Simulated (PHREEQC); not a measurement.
Dissolve 0.033 mol/kgw Cu(BF4)2 and 4.6e-05 mol/kgw HNO3 at 20 °C. Closed to the air; pH follows from the charge balance.

The numbers come from PHREEQC with the ion-association model, wateq4f.dat.

Precipitation was switched off in this run.

Problem. Order these B species by the share of B that they hold, largest first: BF4-, H3BO3, BF2(OH)2-, BF3OH-.

Solution. BF4- (92 %), BF3OH- (5.2 %), H3BO3 (1.9 %), BF2(OH)2- (0.99 %)

Problem. Order these F species by the share of F that they hold, largest first: F-, BF4-, HF, BF2(OH)2-, BF3OH-.

Solution. BF4- (92 %), BF3OH- (3.9 %), HF (2.2 %), F- (1.1 %), BF2(OH)2- (0.50 %)

The pH is 2.71 and the ionic strength 0.100 mol/kgw. Real BF4- forms and hydrolyses slowly; the run takes it at equilibrium.
